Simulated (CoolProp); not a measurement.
Vapour-liquid equilibrium of n-hexane (1) + toluene (2) at 55.05 °C; x and y are mole fractions of (1).

Model: multi-fluid Helmholtz-energy mixture model, Thol 2019 and Lemmon 2006; pair parameters Bell 2016, in CoolProp.

```
x     bubble pressure (MPa)  y at the bubble point  dew pressure at overall composition x (MPa)  liquid density (mol/L)
----  ---------------------  ---------------------  -------------------------------------------  ----------------------
0.05                0.01930                  0.249                                      0.01586                   8.948
0.15                0.02635                  0.501                                      0.01742                   8.747
0.25                0.03224                  0.631                                      0.01931                   8.552
0.35                0.03734                  0.715                                      0.02164                   8.364
0.45                0.04192                  0.776                                      0.02457                   8.181
0.55                0.04619                  0.826                                      0.02834                   8.004
0.65                0.05028                  0.869                                      0.03329                   7.832
0.75                0.05430                  0.908                                      0.03987                   7.666
0.85                0.05835                  0.945                                      0.04845                   7.505
0.95                0.06248                  0.982                                      0.05889                   7.349
```

No azeotrope shows between x = 0.05 and 0.95.

The pair parameters rest on a limited set of measurements; away from them the model extrapolates.
